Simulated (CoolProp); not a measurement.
Vapour-liquid equilibrium of R13 (1) + isobutane (2) at 0.853 bar; x and y are mole fractions of (1).

The numbers come from the multi-fluid Helmholtz-energy mixture model, Platzer 1990 and Bücker 2006; pair parameters Bell 2016 in CoolProp. This equation is an older, rougher fit; its heat capacities, sound speeds and derivatives of the liquid may be far off and weren't checked against measurements.

### Question
Give the bubble temperature and the first vapour's composition at x = 0.05, 0.25, 0.85. Is there an azeotrope?

### Answer
x = 0.05: -38.0 °C, y = 0.637; x = 0.25: -67.5 °C, y = 0.944; x = 0.85: -82.1 °C, y = 0.992. No azeotrope shows between x = 0.05 and 0.95.

The pair parameters rest on a limited set of measurements; away from them the model extrapolates. With so large a gap from Raoult's law the liquid may split in two, which this calculation doesn't test in full.
